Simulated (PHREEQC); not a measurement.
Solution (46 °C): 160 mmol/kgw MnCl2. Closed to the air; pH follows from the charge balance.

Model: ion-association model, wateq4f.dat, run in PHREEQC.

Problem. The ionic strength comes out as 0.406 mol/kgw. What activity coefficients do MnCl3-, MnOH+, Mn+2, Cl-, MnCl+ get?

Solution. MnCl3- 0.69, MnOH+ 0.69, Mn+2 0.25, Cl- 0.65, MnCl+ 0.69.

This is a speciation only: nothing precipitates in the calculation. Away from 25 °C the constants follow the database's enthalpies or fits; those with neither stay at their 25 °C values.
